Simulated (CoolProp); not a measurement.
Vapour-liquid equilibrium of n-octane (1) + ethylbenzene (2) at 133.65 °C; x and y are mole fractions of (1).

Values from CoolProp's multi-fluid Helmholtz-energy mixture model, Beckmüller 2019 and Zhou 2012; pair parameters Bell 2016.

| x | bubble pressure (MPa) | y at the bubble point | dew pressure at overall composition x (MPa) | liquid density (mol/L) |
|---|---|---|---|---|
| 0.05 | (withheld) | 0.077 | 0.09661 | 7.061 |
| 0.2 | 0.1054 | 0.271 | 0.1026 | (withheld) |
| 0.35 | (withheld) | (withheld) | 0.1086 | 6.389 |
| 0.5 | (withheld) | 0.566 | 0.1143 | (withheld) |
| 0.65 | 0.1204 | (withheld) | 0.1192 | 5.827 |
| 0.8 | 0.1234 | 0.822 | 0.1230 | (withheld) |
| 0.95 | 0.1254 | 0.954 | 0.1254 | 5.354 |

Question: Some entries are withheld; supply them.

Answer: 
- 0.05, bubble pressure (MPa): 0.09769
- 0.2, liquid density (mol/L): 6.710
- 0.35, bubble pressure (MPa): 0.1116
- 0.35, y at the bubble point: 0.428
- 0.5, bubble pressure (MPa): 0.1165
- 0.5, liquid density (mol/L): 6.096
- 0.65, y at the bubble point: 0.694
- 0.8, liquid density (mol/L): 5.581

No azeotrope shows between x = 0.05 and 0.95.

The pair parameters rest on a limited set of measurements; away from them the model extrapolates.
